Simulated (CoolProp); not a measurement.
A closed Brayton cycle with carbon dioxide: compressor inlet 312.15 K and 8.6 MPa, high pressure 16.9 MPa, turbine inlet 845 K, compressor efficiency 0.89, turbine efficiency 0.93, recuperator effectiveness 0.8 (on enthalpy, no pinch check). Each further row changes one setting.

Values from CoolProp's reference Helmholtz-energy equation of state, Span 1996.

```csv
case,thermal efficiency (%),net work (kJ/kg),compressor to turbine work,compressor exit (K),turbine exit (K)
as stated,___,77.3,0.20,347.6,759.6
turbine inlet 795 K,25.8,71.0,___,347.6,___
compressor inlet 322.15 K,___,68.0,0.29,374.0,759.6
high pressure 14.4 MPa,22.6,60.6,0.19,339.2,779.4
recuperator effectiveness 0.5,___,77.3,0.20,347.6,759.6
```

**Question.** Complete the blanks.

**Answer.** 
- as stated, thermal efficiency (%): 26.4
- turbine inlet 795 K, compressor to turbine work: 0.21
- turbine inlet 795 K, turbine exit (K): 712.7
- compressor inlet 322.15 K, thermal efficiency (%): 26.7
- recuperator effectiveness 0.5, thermal efficiency (%): 17.6
